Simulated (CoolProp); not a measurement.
Carbon dioxide at 293.15 K and 1.69 MPa flows at 1.1 m/s in a round tube of 20 mm bore and 15 µm roughness, fully developed (64/Re and Nu = 3.66 if laminar; Colebrook and Gnielinski if turbulent). Each further row changes one setting.

Values from CoolProp's reference Helmholtz-energy equation of state, Span 1996.

| case | Reynolds number | Darcy friction factor | pressure drop (Pa/m) | heat-transfer coefficient (W/(m² K)) | mass flow (kg/h) |
|---|---|---|---|---|---|
| as stated | 49800 | 0.0233 | 23.8 | 113 | 42.0 |
| velocity 2.2 m/s | 99700 | 0.0213 | 86.9 | 208 | 83.9 |
| diameter 40 mm | 99700 | 0.0198 | 10.1 | 96.7 | 168 |

Viscosity comes from a separate model (Laesecke 2017). Thermal conductivity comes from a separate model (Huber 2016).
